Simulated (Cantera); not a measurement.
Feed: 1 mol Si3N4, 0.0091 mol C, 0.39 mol N2, held at 2973 K and 1.60e-5 bar.

Equilibrium computed with Cantera from the NASA thermochemical tables; the gas is ideal and each condensed phase is pure. The tables' values for SiN are old estimates; treat these amounts as uncertain. Rates play no part.

```csv
species,before,after
N2,0.441,1.000
Si,0.555,2.60e-5
SiN,8.19e-5,2.11e-7
N,0.00194,<1e-9
C,0.00141,<1e-9
CN,0.000268,<1e-9
"SiC(s), mol",0,0.00910
"Si3N4(s), mol",0,0.997
```
Gas species are given as mole fractions.

### Question
Which change was made?
(A) pressure from 1.60e-5 bar to 0.00133 bar
(B) temperature from 2973 K to 1400 K
(C) temperature from 2973 K to 1798 K
(D) temperature from 2973 K to 2173 K

### Answer
B, temperature from 2973 K to 1400 K. Mutual solubility and eutectic melting of coexisting phases are not modelled
